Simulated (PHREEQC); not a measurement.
Hard or scaling water with single salt, acid or base: speciation

Solution A (0.0013 mol/kgw CaCl2, 4.8e-05 mol/kgw Na2CO3 and 7.6e-05 mol/kgw MgSO4) is mixed with solution B (0.21 mol/kgw KCl) at 25 °C; shares are by mass of water, 1 kg in all. O2 is buffered at 0.21 atm. The system is closed to CO2. Solids allowed: Aragonite, Gypsum, Brucite, Portlandite, Nesquehonite, Halite, Mirabilite, Epsomite, Nahcolite, Natron. Others were left out.

The numbers come from PHREEQC with the ion-association model, wateq4f.dat.

Q: Predict pH, SO4-2 (mol/kgw), HCO3- (mol/kgw) at share of solution B = 0, 0.3, 0.4, 0.6, 0.9.

A: 
| share of solution B | pH | SO4-2 (mol/kgw) | HCO3- (mol/kgw) |
|---|---|---|---|
| 0 | 9.49 | 6.56e-5 | 3.38e-5 |
| 0.3 | 9.33 | 4.36e-5 | 2.70e-5 |
| 0.4 | 9.26 | 3.65e-5 | 2.38e-5 |
| 0.6 | 9.10 | 2.33e-5 | 1.68e-5 |
| 0.9 | 8.52 | 5.50e-6 | 4.60e-6 |
